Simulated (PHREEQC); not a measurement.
0.53 g of hydrous ferric oxide (600 m²/g; 0.2 weak and 0.005 strong sites per Fe, Dzombak-Morel constants, diffuse double layer) in 1 kg of water with 0.3 mol/kgw of an inert sodium salt and 1.3e-06 mol MgCl2, 8.7e-06 mol ZnSO4 and 2.1e-06 mol NiCl2, at 25 °C; the pH is set by adding NaOH or the inert anion's acid. Oxygen is held at 0.21 atm. The system is closed to CO2. Nothing may precipitate in this run.

Base run: PHREEQC, ion-association model, wateq4f.dat. Each further column changes one thing. The table gives S sorbed (%).

```csv
pH,base,no electrostatic term (-no_edl),background salt from 0.3 to 0.03 mol/kgw,oxide from 0.53 to 2.7 g/kgw,0.00017 mol/kgw Ag2SO4 added
4,90.6,0.1,99.9,98.1,76.9
4.5,87.9,0.1,99.8,97.4,72.9
5,80.8,0.1,99.3,95.7,63.8
5.5,64.6,0.1,97.5,90.5,48.1
6,38.6,0.1,89.7,…,28.7
6.5,15.2,0.1,62.4,47.2,…
7.5,0.9,0.1,3.7,4.2,0.8
8,0.2,0.1,…,0.8,0.2
8.5,0.0,0.1,0.1,0.2,0.0
9,0.0,0.1,0.0,0.0,0.0
9.5,0.0,0.0,0.0,0.0,0.0
10,0.0,0.0,0.0,0.0,0.0
```

Task: Fill in the missing entries.

Result: 
- 6, oxide from 0.53 to 2.7 g/kgw: 76.3
- 6.5, 0.00017 mol/kgw Ag2SO4 added: 12.4
- 8, background salt from 0.3 to 0.03 mol/kgw: 0.5

 In at least one series the solution becomes supersaturated in solids that the run did not let form, among them Cerargyrite.
